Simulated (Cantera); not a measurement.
Input: 1 mol PbO, 0.34 mol CO, 0.3 mol H2, held at 1225 K.

Method: chemical equilibrium by Gibbs-energy minimisation in Cantera with the NASA 1993 tables (ideal gas, pure condensed phases). Candidate condensed phases: C, C6H6, C7H8, C8H18, H2O, Pb, PbO, PbO2, Pb3O4; 113 gas species. Each liquid is taken as pure. Mutual solubility and eutectic melting of coexisting phases are not modelled. Gases not in the tables: (PbO)n polymers. Equilibrium is a limit: real reactors are often held back by kinetics, nucleation or transport.

**Question.** At 32.0 mbar, list the 4 most abundant gas species with their mole fractions, and the condensed phases.

**Answer.** CO2 0.514, H2O 0.453, Pb 0.0292, PbO 0.00353. Condensed: Pb(l) + PbO(l).
